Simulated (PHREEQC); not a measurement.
Dissolve 0.016 mol/kgw CdCl2 at 25 °C. Closed to the air; pH follows from the charge balance.

All values are PHREEQC results (ion-association model, wateq4f.dat), not measurements.

```
quantity                    before    after
------------------------  --------  -------
pH                            5.77     5.68
ionic strength (mol/kgw)    0.0300   0.0413
CdCl+ (mol/kgw)            0.00817   0.0135
Cd+2 (mol/kgw)             0.00727  0.00927
CdCl2 (mol/kgw)           0.000551  0.00122
SI of CdOHCl (CdOHCl)        -1.89    -1.77
```

**Question.** Name the change that produced these shifts.
A. CdCl2 from 0.016 to 0.032 mol/kgw
B. temperature from 25 to 75 °C
C. CdCl2 from 0.016 to 0.024 mol/kgw
D. CdCl2 from 0.016 to 0.08 mol/kgw

**Answer.** C, CdCl2 from 0.016 to 0.024 mol/kgw

No solid was allowed to form.
